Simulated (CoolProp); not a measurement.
R236FA along the isobar 725 kPa: Z from the reference equation and from simpler models built on Tc = 124.9 °C, pc = 3191 kPa, ω = 0.377; each cubic takes its own stable root.

Values from CoolProp's reference Helmholtz-energy equation of state, Pan 2012.

```json
[
 {"T (°C)": "32.25", "phase": "liquid", "reference": "0.03248", "van der Waals": "0.8547", "Redlich-Kwong": "0.03871", "Soave-Redlich-Kwong": "0.03615", "Peng-Robinson": "0.03189"},
 {"T (°C)": "39.55", "phase": "liquid", "reference": "0.03236", "van der Waals": "0.8639", "Redlich-Kwong": "0.03885", "Soave-Redlich-Kwong": "0.03617", "Peng-Robinson": "0.03189"},
 {"T (°C)": "46.85", "phase": "liquid", "reference": "0.03231", "van der Waals": "0.8721", "Redlich-Kwong": "0.8352", "Soave-Redlich-Kwong": "0.03629", "Peng-Robinson": "0.03199"},
 {"T (°C)": "54.15", "phase": "liquid", "reference": "0.03233", "van der Waals": "0.8797", "Redlich-Kwong": "0.8472", "Soave-Redlich-Kwong": "0.03655", "Peng-Robinson": "0.03220"},
 {"T (°C)": "61.35", "phase": "gas", "reference": "0.8242", "van der Waals": "0.8865", "Redlich-Kwong": "0.8578", "Soave-Redlich-Kwong": "0.8404", "Peng-Robinson": "0.8305"},
 {"T (°C)": "68.65", "phase": "gas", "reference": "0.8409", "van der Waals": "0.8929", "Redlich-Kwong": "0.8675", "Soave-Redlich-Kwong": "0.8532", "Peng-Robinson": "0.8435"},
 {"T (°C)": "75.95", "phase": "gas", "reference": "0.8552", "van der Waals": "0.8987", "Redlich-Kwong": "0.8762", "Soave-Redlich-Kwong": "0.8647", "Peng-Robinson": "0.8551"},
 {"T (°C)": "83.25", "phase": "gas", "reference": "0.8677", "van der Waals": "0.9041", "Redlich-Kwong": "0.8842", "Soave-Redlich-Kwong": "0.8750", "Peng-Robinson": "0.8656"},
 {"T (°C)": "90.45", "phase": "gas", "reference": "0.8786", "van der Waals": "0.9090", "Redlich-Kwong": "0.8913", "Soave-Redlich-Kwong": "0.8843", "Peng-Robinson": "0.8750"},
 {"T (°C)": "97.75", "phase": "gas", "reference": "0.8883", "van der Waals": "0.9137", "Redlich-Kwong": "0.8980", "Soave-Redlich-Kwong": "0.8927", "Peng-Robinson": "0.8836"},
 {"T (°C)": "105.05", "phase": "gas", "reference": "0.8970", "van der Waals": "0.9180", "Redlich-Kwong": "0.9041", "Soave-Redlich-Kwong": "0.9005", "Peng-Robinson": "0.8915"},
 {"T (°C)": "112.35", "phase": "gas", "reference": "0.9048", "van der Waals": "0.9220", "Redlich-Kwong": "0.9097", "Soave-Redlich-Kwong": "0.9075", "Peng-Robinson": "0.8988"},
 {"T (°C)": "119.55", "phase": "gas", "reference": "0.9117", "van der Waals": "0.9257", "Redlich-Kwong": "0.9148", "Soave-Redlich-Kwong": "0.9139", "Peng-Robinson": "0.9053"},
 {"T (°C)": "126.85", "phase": "gas", "reference": "0.9181", "van der Waals": "0.9292", "Redlich-Kwong": "0.9196", "Soave-Redlich-Kwong": "0.9199", "Peng-Robinson": "0.9114"}
]
```

At some of these states van der Waals, Redlich-Kwong gives the other phase, because its saturation line lies elsewhere.
